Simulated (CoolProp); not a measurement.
The fluid at 225.95 K and 0.00526 MPa (gas) is heated at constant pressure to 295.1 K. The same conditions are run with several fluids, on thermodynamics alone (safety and materials aside).

The numbers come from the reference Helmholtz-energy equation of state of each fluid (isobutane: Bücker 2006; nitrous oxide: Lemmon 2006; methane: Setzmann 1991; ammonia: Gao 2020; fluoroethane (R161): Wu 2012) in CoolProp.

Q: Rank isobutane, nitrous oxide, methane, ammonia, fluoroethane (R161) by heat (kJ/kg), highest first.

A: methane (149), ammonia (141), isobutane (103), fluoroethane (R161) (78.3), nitrous oxide (57.8)

| fluid | final density (kg/m³) |
|---|---|
| isobutane | 0.125 |
| nitrous oxide | 0.0944 |
| methane | 0.0344 |
| ammonia | 0.0365 |
| fluoroethane (R161) | 0.103 |
